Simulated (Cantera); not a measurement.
Input: 1 mol SiH₂Cl₂, 0.79 mol N₂, at 1398.15 K and 20.0 Pa.

Cantera equilibrium calculation (NASA polynomials, part measured and part estimated; ideal gas, pure solids and liquids). Candidate condensed phases: NH₄Cl, Si, Si₃N₄; 28 gas species. N₂ is the only nitrogen source here; it is nearly inert below about 1500 K, so the nitride shown seldom forms there in practice. The tables' values for SiCl₃, SiCl are old estimates; treat these amounts as uncertain. Kinetics and transport are ignored.

Task: What is the equilibrium state?

Result: 
| Item | Value |
|---|---|
| x(HCl) | 0.283 |
| x(H₂) | 0.254 |
| x(SiCl₂) | 0.237 |
| x(N₂) | 0.214 |
| x(SiCl₃) | 0.00948 |
| x(SiCl₄) | 0.00162 |
| x(H) | 0.000169 |
| x(Cl) | 0.000155 |
| x(SiHCl₃) | 0.000102 |
| n(Si₃N₄(s)) | 0.125 mol |
| gas amount | 2.525 mol |
| log10 activity of Si(s) (absent) | -0.59 |
